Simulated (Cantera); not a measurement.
An isothermal, constant-pressure homogeneous reactor starts with CH4 : N2 = 1 : 40 (molar parts), at 1500 K and 1.01 bar.

Cantera simulation using GRI-Mech 3.0 (53 species, 325 reactions); the numbers are that mechanism's predictions, not measurements. GRI-Mech 3.0 stops at C3 and has no aromatics, soot or wall deposition, so with more carbon than oxygen in the feed, carbon stays in small species such as C2H2 where larger ones or solid carbon would form.

x: mole fraction; the columns are a selection and need not sum to one.

```tsv
t (s)	x CH4	x CH2	x H2	x C2H	x HCN
2.00e-6	0.0244	<1e-12	4.80e-9	<1e-12	<1e-12
7.10e-6	0.0244	<1e-12	3.41e-8	<1e-12	<1e-12
2.52e-5	0.0244	<1e-12	1.55e-7	<1e-12	<1e-12
8.93e-5	0.0244	3.13e-12	5.84e-7	<1e-12	<1e-12
0.000317	0.0244	3.20e-11	2.12e-6	<1e-12	<1e-12
0.00112	0.0244	2.89e-10	7.97e-6	<1e-12	<1e-12
0.00399	0.0243	1.25e-9	3.65e-5	<1e-12	<1e-12
0.0141	0.0241	4.02e-9	0.000232	3.71e-12	1.09e-11
0.0502	0.0227	6.74e-9	0.00176	8.92e-11	2.43e-10
0.178	0.0192	3.81e-9	0.00705	4.64e-10	1.99e-9
0.631	(withheld)	(withheld)	(withheld)	9.40e-10	(withheld)
2.24	(withheld)	9.05e-10	(withheld)	(withheld)	(withheld)
7.95	0.00228	3.21e-10	0.0323	1.85e-9	4.81e-8
28.2	0.000794	1.17e-10	0.0344	2.02e-9	7.80e-8
100	0.000596	8.92e-11	0.0347	2.04e-9	1.35e-7
```

### Question
Complete the blanks.

### Answer

- 0.631, x CH4: 0.0135
- 0.631, x CH2: 2.00e-9
- 0.631, x H2: 0.0158
- 0.631, x HCN: 8.10e-9
- 2.24, x CH4: 0.00667
- 2.24, x H2: 0.0258
- 2.24, x C2H: 1.46e-9
- 2.24, x HCN: 2.34e-8
